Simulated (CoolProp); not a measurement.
Properties of propylene glycol at several states (Tc = 400.8 °C, pc = 72.92 bar, ω = 0.327).

The numbers come from the reference Helmholtz-energy equation of state, Eisenbach 2021 in CoolProp.

```
T (°C)  p (bar)   phase  cp (kJ/(kg K))  isothermal compressibility (1/MPa)  fugacity coefficient
------  -------  ------  --------------  ----------------------------------  --------------------
22.25       135  liquid           2.469                           0.0004495              1.529e-6
127.55    0.296  liquid           3.055                           0.0008392                0.3712
298.65     52.1  liquid           4.020                            0.003318                0.2586
220.05     47.5  liquid           3.530                            0.001514               0.05603
297.45    0.258     gas           2.848                               38.85                0.9978
```
